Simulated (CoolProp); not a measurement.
A simple Rankine cycle with R113: condensing at 329.15 K, boiler at 0.89 MPa, turbine inlet 421.4 K, turbine efficiency 0.7, pump efficiency 0.8, no recuperator. Each further row changes one setting.

The numbers come from the reference Helmholtz-energy equation of state, Marx 1992 in CoolProp.

| case | thermal efficiency (%) | net work (kJ/kg) | heat in (kJ/kg) | turbine exit temperature (K) | volume ratio over the turbine |
|---|---|---|---|---|---|
| as stated | 10.4 | 20.7 | 200 | 381.0 | 7.04 |
| turbine inlet 441.4 K | (withheld) | 22.1 | 216 | 401.5 | 6.89 |
| condensing temperature 321.15 K | 11.3 | 23.5 | 207 | 376.6 | 9.06 |
| boiler pressure 0.623 MPa | (withheld) | 17.6 | 203 | (withheld) | (withheld) |
| turbine efficiency 0.6 | (withheld) | 17.6 | 200 | (withheld) | (withheld) |

Question: What belongs in the gaps?

Answer: 
- turbine inlet 441.4 K, thermal efficiency (%): 10.2
- boiler pressure 0.623 MPa, thermal efficiency (%): 8.7
- boiler pressure 0.623 MPa, turbine exit temperature (K): 390.3
- boiler pressure 0.623 MPa, volume ratio over the turbine: 4.74
- turbine efficiency 0.6, thermal efficiency (%): 8.8
- turbine efficiency 0.6, turbine exit temperature (K): 385.1
- turbine efficiency 0.6, volume ratio over the turbine: 7.13
